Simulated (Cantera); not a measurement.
Input (Python, Cantera) and output of one run.

```python
import numpy as np
import cantera as ct

gas_names = """
    F F2 N NF NF2 NF3 N2 Si SiF SiF2 SiF3 SiF4 SiN Si2 Si2N Si3
""".split()
cond_names = """
    Si(cr) Si(L) Si3N4(a)
""".split()


# ... load() reads the species with a 1 bar reference pressure and builds the phases ...
atoms = {
    'Si3N4': {'Si': 3, 'N': 4},
    'F2': {'F': 2},
    'N2': {'N': 2},
}
top_T = {'Si3N4(a)': 2400}  # K; cautious upper limits of use, not melting points


# ... equilibrate(T, P, feed) seeds the gas with the atoms and calls Mixture.equilibrate('TP', solver="vcs", rtol=1e-11, max_steps=5000) ...
results = []
feed = {'Si3N4': 1, 'F2': 8.4, 'N2': 0.34}  # mol
T = 775  # K
P = 10000  # Pa
mix = equilibrate(T, P, feed)
results.append((T, P, feed, dict(zip(mix.species_names, mix.species_moles))))
x = sorted(zip(gas.X, gas.species_names), reverse=True)
print(f"T = {T:g} K  P = {P:g} Pa  gas = {mix.phase_moles(0):.4g} mol")
print("   x: " + "  ".join(f"{s} {v:.3e}" for v, s in x if v > 0.001))
print("   condensed (mol): " + ("  ".join(f"{mix.phase(i).name} {mix.phase_moles(i):.4g}"
      for i in range(1, mix.n_phases) if mix.phase_moles(i) > 1e-12) or "none"))
```

Output:

```
T = 775 K  P = 10000 Pa  gas = 6.902 mol
   x: SiF4 4.346e-01  N2 2.766e-01  F2 1.569e-01  NF3 1.249e-01  F 7.005e-03
   condensed (mol): none
```

Equilibrium computed with Cantera from the NASA thermochemical tables; the gas is ideal and each condensed phase is pure.
